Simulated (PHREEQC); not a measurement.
# Acid rinse or clean: an equilibrium model

Consider water at 37 °C with 8.9 mmol/kgw H2SO4, 0.52 mmol/kgw ZnSO4 and 25 mmol/kgw KCl. Closed to the air; pH follows from the charge balance.

All values are PHREEQC results (ion-association model, phreeqc.dat), not measurements.

Precipitation was switched off in this run.

### Question
Predict the pH, specific conductance, ionic strength.

### Answer
pH 1.93; specific conductance 10600 µS/cm; ionic strength 0.0442 mol/kgw.

### Question
In which forms is Zn present?

### Answer
Zn+2 75 %, ZnSO4 20 %, ZnCl+ 4.0 %, Zn(SO4)2-2 0.7 % of the Zn.

Away from 25 °C the constants follow the database's enthalpies or fits; those with neither stay at their 25 °C values.
